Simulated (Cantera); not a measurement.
Input: 1 mol TEOS, 12 mol O2, 3 mol N2, equilibrated at 1.33 mbar.

Cantera equilibrium calculation (NASA polynomials, part measured and part estimated; ideal gas, pure solids and liquids). Candidate condensed phases: C, C6H6, C7H8, C8H18, H2O, Si, SiC, SiO2, Si2N2O, Si3N4; 151 gas species. The feed counts by its element totals alone. The tables hold silica as quartz up to 1696 K and as liquid above; real silica turns to tridymite and cristobalite and melts near 1996 K. The numbers say what is thermodynamically allowed, not how fast it happens.

x: gas mole fraction; n: condensed amount in mol.

| T (K) | x H2O | x CO2 | x N2 | x CO | x O2 | x H2 | x OH | n SiO2(β-quartz) | n SiO2(condensed) |
|---|---|---|---|---|---|---|---|---|---|
| 1498 | 0.475 | 0.379 | 0.143 | 0.00152 | 0.00105 | 0.000738 | 0.000233 | 1.00 | 0 |
| 1548 | 0.474 | 0.378 | 0.143 | 0.00248 | 0.00167 | 0.00112 | 0.000399 | 1.00 | 0 |
| 1598 | 0.473 | 0.376 | 0.142 | 0.00393 | 0.00259 | 0.00165 | 0.000660 | 1.000 | 0 |
| 1648 | 0.471 | 0.373 | 0.142 | [?] | [?] | [?] | [?] | 1.000 | 0 |
| 1698 | 0.469 | 0.369 | 0.142 | 0.00901 | 0.00568 | 0.00335 | 0.00165 | 0 | 1.000 |
| 1748 | 0.465 | 0.364 | 0.141 | [?] | [?] | [?] | [?] | 0 | 1.000 |
| 1798 | 0.461 | 0.357 | 0.141 | 0.0185 | 0.0113 | 0.00628 | 0.00369 | 0 | 0.999 |

**Question.** What belongs in the gaps?

**Answer.** 
- 1648, x CO: 0.00603
- 1648, x O2: 0.00388
- 1648, x H2: 0.00238
- 1648, x OH: 0.00106
- 1748, x CO: 0.0131
- 1748, x O2: 0.00811
- 1748, x H2: 0.00463
- 1748, x OH: 0.00250
